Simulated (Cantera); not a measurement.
An isothermal, constant-pressure homogeneous reactor starts with 56.2 % CH₄, 43.8 % H₂O, at 2025 K and 1880 Torr.

Computed with Cantera and GRI-Mech 3.0 (53 species, 325 reactions).

x: mole fraction; the columns are a selection and need not sum to one.

```
t (s)       x CH₄    x H₂O   x H₂    x CH₂    x HCO       x H
--------  -------  -------  -----  -------  -------  --------
0.000200   0.0899    0.293  0.460  6.94e-6  1.88e-7  0.000777
0.000971   0.0299    0.237  0.548  3.73e-6  9.00e-8  0.000934
0.00472    0.0181    0.143  0.629  1.88e-6  1.09e-7  0.000997
0.0229          ?        ?  0.708        ?        ?   0.00104
0.111     0.00415  0.00380  0.743  2.24e-7  1.93e-7   0.00106
0.540     0.00360  6.87e-6  0.746  1.87e-7  1.96e-7   0.00106
2.62      0.00360  6.53e-6  0.746  1.87e-7  1.96e-7   0.00106
12.7      0.00360  6.53e-6  0.746  1.87e-7  1.96e-7   0.00106
61.8      0.00360  6.53e-6  0.746  1.87e-7  1.96e-7   0.00106
300       0.00360  6.53e-6  0.746  1.87e-7  1.96e-7   0.00106
```

**Question.** Fill in the missing entries.

**Answer.** 
- 0.0229, x CH₄: 0.00915
- 0.0229, x H₂O: 0.0463
- 0.0229, x CH₂: 6.42e-7
- 0.0229, x HCO: 1.62e-7
